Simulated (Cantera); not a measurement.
Input (Python, Cantera):

```python
import numpy as np
import cantera as ct

gas = ct.Solution("gri30.yaml")
gas.TPX = 1175, 1200, {'N2O': 1, 'H2O': 0.014}
reactor = ct.IdealGasConstPressureReactor(gas, energy="off", clone=False)
net = ct.ReactorNet([reactor])
net.rtol, net.atol = 1e-08, 1e-18
show = ['N2O', 'H2O', 'NO2', 'OH', 'NO']
times = np.geomspace(2e-06, 40, 9)

steps = ct.SolutionArray(gas, extra=["t"])
rows = []
print(f"{'t/s':>10s}{'T/K':>9s}{'P/Pa':>11s}" + "".join(f"{s:>11s}" for s in show))
for t in times:
    while net.time < t:
        t_next = net.step()
        steps.append(gas.state, t=t_next)
    rows.append([np.interp(t, steps.t, y) for y in (steps.T, steps.P, *steps(*show).X.T)])
    print(f"{t:10.3e}{rows[-1][0]:9.1f}{rows[-1][1]:11.4g}" + "".join(f"{x:11.3e}" for x in rows[-1][2:]))
rate = np.gradient(steps.T, steps.t)
print("integrator steps:", len(steps.t))
if steps.T.max() > steps.T[0] + 200:
    print(f"time of steepest temperature rise: {steps.t[rate.argmax()]:.4e} s")
gas.TPX = 1175, 1200, {'N2O': 1, 'H2O': 0.014}
gas.equilibrate("TP")
print(f"equilibrium (TP): T = {gas.T:.1f} K  " + "  ".join(f"{s} {gas[s].X[0]:.3e}" for s in show))
```

It prints:

```
       t/s      T/K       P/Pa        N2O        H2O        NO2         OH         NO
 2.000e-06   1175.0       1200  9.862e-01  1.381e-02  3.493e-25  2.269e-13  1.689e-12
 1.636e-05   1175.0       1200  9.862e-01  1.381e-02  1.439e-21  1.490e-11  1.110e-10
 1.337e-04   1175.0       1200  9.862e-01  1.381e-02  5.706e-18  9.289e-10  6.926e-09
 1.094e-03   1175.0       1200  9.862e-01  1.381e-02  1.783e-14  3.742e-08  2.821e-07
 8.944e-03   1175.0       1200  9.861e-01  1.381e-02  1.501e-10  4.514e-07  3.792e-06
 7.314e-02   1175.0       1200  9.857e-01  1.380e-02  4.086e-07  2.045e-06  3.229e-05
 5.981e-01   1175.0       1200  9.819e-01  1.378e-02  3.812e-05  4.995e-06  2.286e-04
 4.891e+00   1175.0       1200  9.516e-01  1.364e-02  2.698e-04  7.656e-06  1.787e-03
 4.000e+01   1175.0       1200  7.464e-01  1.269e-02  3.313e-04  9.346e-06  1.329e-02
integrator steps: 1093
equilibrium (TP): T = 1175.0 K  N2O 1.326e-09  H2O 9.246e-03  NO2 4.858e-07  OH 2.184e-06  NO 1.857e-04
```

Model: GRI-Mech 3.0 (53 species, 325 reactions), integrated in Cantera. GRI-Mech 3.0 was tuned for natural gas; its chemistry of N2O as a main component is partial and can be far from experiment. Radical loss at walls, strong at low pressure, is not modelled. The mechanism lacks the step 2 NO + O2 → 2 NO2, which can matter for NO2 below about 1400 K. The temperature is held fixed by assumption; the heat of reaction is taken as removed at once.
